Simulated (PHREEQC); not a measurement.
Dissolve 1.4 mol/kgw KCl and 0.22 mol/kgw BaCl2 at 25 °C. Closed to the air; pH follows from the charge balance.

The numbers come from PHREEQC with the Pitzer model, pitzer.dat.

Precipitation was switched off in this run.

Task: Predict the activity of water, density, osmotic coefficient.

Result: activity of water 0.944; density 1.094 g/cm³; osmotic coefficient 0.922.

Complexes and solids missing from the database can't appear.
